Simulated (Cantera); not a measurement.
Feed: 1 mol Fe3O4, 3.5 mol H2, 0.48 mol N2, equilibrated at 1600 °C and 0.00133 bar.

Cantera equilibrium calculation (NASA polynomials, part measured and part estimated; ideal gas, pure solids and liquids). Candidate condensed phases: Fe, FeO, Fe(OH)2, Fe(OH)3, Fe2O3, Fe3O4, H2O; 27 gas species. The tables' stoichiometric FeO is somewhat more stable than real wüstite, so its field is too wide. FeO: taken at fixed stoichiometry. The numbers say what is thermodynamically allowed, not how fast it happens.

Base state: H2 0.535, H2O 0.287, N2 0.114, Fe 0.0508, H 0.0129, OH 0.000538, FeO 0.000392, Fe(OH)2 6.14e-5 (mole fractions); condensed: FeO(l).

**Question.** What changes in the equilibrium state with this change: Fe3O4 replaced by PbO?

**Answer.** 
```json
[
 {"species": "H2", "before": "0.535", "after": "0.493"},
 {"species": "Pb", "before": "0", "after": "0.199"},
 {"species": "H2O", "before": "0.287", "after": "0.199"},
 {"species": "Fe", "before": "0.0508", "after": "0"},
 {"species": "N2", "before": "0.114", "after": "0.0958"},
 {"species": "H", "before": "0.0129", "after": "0.0124"},
 {"species": "FeO", "before": "0.000392", "after": "0"},
 {"species": "PbO", "before": "0", "after": "0.000221"},
 {"species": "Fe(OH)2", "before": "6.14e-5", "after": "0"},
 {"species": "OH", "before": "0.000538", "after": "0.000389"},
 {"species": "FeO(l), mol", "before": "2.78", "after": "0"}
]
```
Further candidate phases: Pb, PbO, PbO2, Pb3O4.

**Question.** What changes in the equilibrium state with this change: temperature from 1600 °C to 927 °C?

**Answer.** 
```csv
species,before,after
H2,0.535,0.628
H2O,0.287,0.251
N2,0.114,0.121
Fe,0.0508,2.58e-8
H,0.0129,4.28e-6
Fe(OH)2,6.14e-5,1.06e-7
FeO,0.000392,<1e-9
OH,0.000538,1.37e-8
"FeO(l), mol",2.78,0
"FeO(s), mol",0,3.00
```

**Question.** What changes in the equilibrium state with this change: temperature from 1600 °C to 825 °C?

**Answer.** 
| species | before | after |
|---|---|---|
| H2 | 0.535 | 0.628 |
| H2O | 0.287 | 0.251 |
| N2 | 0.114 | 0.121 |
| Fe | 0.0508 | <1e-9 |
| H | 0.0129 | 5.39e-7 |
| Fe(OH)2 | 6.14e-5 | 1.98e-8 |
| OH | 0.000538 | <1e-9 |
| FeO | 0.000392 | <1e-9 |
| FeO(l), mol | 2.78 | 0 |
| FeO(s), mol | 0 | 3.00 |
